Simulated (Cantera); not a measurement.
A perfectly stirred reactor is fed with CH4 : H2O = 1 : 4.1 (molar parts), at 300 Torr; it is held at 1450 K, and followed from long to short residence time.

Computed with Cantera and GRI-Mech 3.0 (53 species, 325 reactions).

Task: What does this change do: pressure from 300 Torr to 100.0 Torr?

Result: 
```tsv
quantity	before	after
x(CH4) at τ = 0.330 s	0.166	0.178
x(H2O) at τ = 0.330 s	0.784	0.792
x(HCO) at τ = 0.330 s	1.57e-10	2.50e-10
x(HO2) at τ = 0.330 s	<1e-12	<1e-12
x(C2H2) at τ = 0.330 s	0.0102	0.00576
x(CH4) at τ = 19.0 ms	0.194	0.195
x(H2O) at τ = 19.0 ms	0.803	0.804
x(HCO) at τ = 19.0 ms	7.67e-11	5.34e-11
x(HO2) at τ = 19.0 ms	<1e-12	<1e-12
x(C2H2) at τ = 19.0 ms	0.000141	2.42e-5
```

Task: What does this change do: CH4 1 to 0.15 parts?

Result: 
```tsv
quantity	before	after
x(CH4) at τ = 0.330 s	0.166	0.0306
x(H2O) at τ = 0.330 s	0.784	0.959
x(HCO) at τ = 0.330 s	1.57e-10	1.41e-10
x(HO2) at τ = 0.330 s	<1e-12	<1e-12
x(C2H2) at τ = 0.330 s	0.0102	0.00165
x(CH4) at τ = 19.0 ms	0.194	0.0350
x(H2O) at τ = 19.0 ms	0.803	0.965
x(HCO) at τ = 19.0 ms	7.67e-11	6.09e-11
x(HO2) at τ = 19.0 ms	<1e-12	<1e-12
x(C2H2) at τ = 19.0 ms	0.000141	2.56e-5
```
